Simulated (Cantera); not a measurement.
Thermodynamics of silicon carbide growth, feed SiH₄ + C₂H₄ + H₂

A closed system holds: 1 mol SiH₄, a varied amount of C₂H₄, 130 mol H₂, equilibrated at 627 °C and 0.00200 bar.

Equilibrium computed with Cantera from the NASA thermochemical tables; the gas is ideal and each condensed phase is pure. Candidate condensed phases: C, C₆H₆, C₇H₈, C₈H₁₈, Si, SiC; 87 gas species. Kinetics and transport are ignored.

```
n(C₂H₄) (mol)  log p H₂  log p CH₄  log p H  n Si(s)  n SiC(s)  n C(graphite)
-------------  --------  ---------  -------  -------  --------  -------------
0.13              -2.70      -9.74   -11.28    0.740     0.260              0
0.15              -2.70      -9.74   -11.28    0.700     0.300              0
0.17              -2.70      -9.74   -11.28    0.660     0.340              0
0.21              -2.70      -9.74   -11.28    0.580     0.420              0
0.24              -2.70      -9.74   -11.28    0.520     0.480              0
0.29              -2.70      -9.74   -11.28    0.420     0.580              0
0.34              -2.70      -9.74   -11.28    0.320     0.680              0
0.4               -2.70      -9.74   -11.28    0.200     0.800              0
0.47              -2.70      -9.74   -11.28   0.0600     0.940              0
0.55              -2.70      -5.90   -11.28        0      1.00         0.0171
0.65              -2.70      -5.90   -11.28        0      1.00          0.217
0.77              -2.70      -5.90   -11.28        0      1.00          0.457
0.91              -2.70      -5.90   -11.28        0      1.00          0.737
```
log p: log10 of the partial pressure in bar; n: condensed amount in mol.

From 0.13 mol C₂H₄ to 0.47 mol C₂H₄ the condensed part is Si(s) + SiC(s). From 0.55 mol C₂H₄ to 0.91 mol C₂H₄ the condensed part is C(graphite) + SiC(s).
